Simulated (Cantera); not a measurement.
Charge: 1 mol SiC, 0.53 mol H2O, 9.4 mol H2, equilibrated at 1300 °C.

Equilibrium computed with Cantera from the NASA thermochemical tables; the gas is ideal and each condensed phase is pure. Candidate condensed phases: C, C6H6, C7H8, C8H18, H2O, Si, SiC, SiO2; 123 gas species. Mutual solubility and eutectic melting of coexisting phases are not modelled. The tables hold silica as quartz up to 1696 K and as liquid above; real silica turns to tridymite and cristobalite and melts near 1996 K. Equilibrium is a limit: real reactors are often held back by kinetics, nucleation or transport.

x: gas mole fraction; n: condensed amount in mol.

```json
[
 {"P (Pa)": "0.100", "x H2": "0.903", "x H": "0.0387", "x CO": "0.0290", "x SiO": "0.0203", "x CH4": "9.16e-11", "x Si": "0.00863", "n SiC(s)": "0.688", "n SiO2(β-quartz)": "0"},
 {"P (Pa)": "2.50", "x H2": "0.941", "x H": "?", "x CO": "0.0254", "x SiO": "0.0250", "x CH4": "?", "x Si": "?", "n SiC(s)": "0.733", "n SiO2(β-quartz)": "0"},
 {"P (Pa)": "63", "x H2": "0.948", "x H": "?", "x CO": "0.0253", "x SiO": "0.0253", "x CH4": "?", "x Si": "?", "n SiC(s)": "0.735", "n SiO2(β-quartz)": "0"},
 {"P (Pa)": "1600", "x H2": "0.949", "x H": "0.000314", "x CO": "0.0253", "x SiO": "0.0253", "x CH4": "1.35e-6", "x Si": "6.44e-7", "n SiC(s)": "0.735", "n SiO2(β-quartz)": "0"},
 {"P (Pa)": "40000", "x H2": "0.981", "x H": "6.38e-5", "x CO": "0.0177", "x SiO": "0.000961", "x CH4": "0.000155", "x Si": "6.01e-9", "n SiC(s)": "0.820", "n SiO2(β-quartz)": "0.171"},
 {"P (Pa)": "1000000", "x H2": "0.976", "x H": "1.27e-5", "x CO": "0.00657", "x SiO": "1.83e-5", "x CH4": "0.0170", "x Si": "5.43e-11", "n SiC(s)": "0.768", "n SiO2(β-quartz)": "0.232"}
]
```

Question: What belongs in the gaps?

Answer: 
- 2.50, x H: 0.00790
- 2.50, x CH4: 2.10e-9
- 2.50, x Si: 0.000409
- 63, x H: 0.00158
- 63, x CH4: 5.32e-8
- 63, x Si: 1.64e-5
